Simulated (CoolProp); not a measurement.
Vapour-liquid equilibrium of nitrogen (1) + carbon monoxide (2) at 7.04 bar; x and y are mole fractions of (1).

Computed with CoolProp (multi-fluid Helmholtz-energy mixture model, Span 2000 and Lemmon 2006; pair parameters Gernert 2013).

| x | bubble temperature, mixture model (K) | bubble temperature, Raoult's law (K) | y, mixture model | y, Raoult's law |
|---|---|---|---|---|
| 0.05 | 103.3 | 103.3 | ___ | 0.069 |
| 0.2 | 102.3 | 102.5 | ___ | 0.261 |
| 0.35 | 101.4 | 101.7 | 0.423 | 0.433 |
| 0.5 | ___ | 100.9 | ___ | 0.587 |
| 0.65 | ___ | 100.2 | 0.710 | 0.726 |
| 0.8 | 99.3 | 99.5 | 0.837 | 0.851 |
| 0.95 | ___ | 98.8 | 0.959 | 0.965 |

Task: Complete the blanks.

Result: 
- 0.05, y, mixture model: 0.067
- 0.2, y, mixture model: 0.255
- 0.5, bubble temperature, mixture model (K): 100.6
- 0.5, y, mixture model: 0.574
- 0.65, bubble temperature, mixture model (K): 99.9
- 0.95, bubble temperature, mixture model (K): 98.7

The largest gap from Raoult's law is -0.3 K in bubble temperature, at x = 0.5. No azeotrope shows between x = 0.05 and 0.95.

Pair parameters are fitted to limited data, so mixtures are less certain than the pure fluids.
